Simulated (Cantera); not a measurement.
Equilibrium for silicon nitride deposition: SiH4 + NH3

A closed system holds: 1 mol SiH4, 2 mol NH3, equilibrated at 1398.15 K.

Cantera equilibrium calculation (NASA polynomials, part measured and part estimated; ideal gas, pure solids and liquids). Candidate condensed phases: Si, Si3N4; 18 gas species. Mutual solubility and eutectic melting of coexisting phases are not modelled. The numbers say what is thermodynamically allowed, not how fast it happens.

```json
[
 {"P (Pa)": "5", "x H2": "0.889", "x N2": "0.110", "x H": "0.000632", "x NH3": "1.20e-9", "n Si(s)": "0.427", "n Si3N4(s)": "0.191"},
 {"P (Pa)": "21", "x H2": "0.937", "x N2": "0.0625", "x H": "0.000317", "x NH3": "4.10e-9", "n Si(s)": "0", "n Si3N4(s)": "0.333"},
 {"P (Pa)": "85", "x H2": "0.937", "x N2": "0.0625", "x H": "0.000157", "x NH3": "1.66e-8", "n Si(s)": "0", "n Si3N4(s)": "0.333"},
 {"P (Pa)": "350", "x H2": "0.937", "x N2": "0.0625", "x H": "7.76e-5", "x NH3": "6.84e-8", "n Si(s)": "0", "n Si3N4(s)": "0.333"},
 {"P (Pa)": "1400", "x H2": "0.937", "x N2": "0.0625", "x H": "3.88e-5", "x NH3": "2.73e-7", "n Si(s)": "0", "n Si3N4(s)": "0.333"},
 {"P (Pa)": "5900", "x H2": "0.937", "x N2": "0.0625", "x H": "1.89e-5", "x NH3": "1.15e-6", "n Si(s)": "0", "n Si3N4(s)": "0.333"},
 {"P (Pa)": "24000", "x H2": "0.937", "x N2": "0.0625", "x H": "9.37e-6", "x NH3": "4.69e-6", "n Si(s)": "0", "n Si3N4(s)": "0.333"},
 {"P (Pa)": "100000", "x H2": "0.937", "x N2": "0.0625", "x H": "4.59e-6", "x NH3": "1.95e-5", "n Si(s)": "0", "n Si3N4(s)": "0.333"}
]
```
x: gas mole fraction; n: condensed amount in mol.

At 5.00e-5 bar the condensed part is Si(s) + Si3N4(s). From 0.000210 bar to 1.00 bar the condensed part is Si3N4(s).
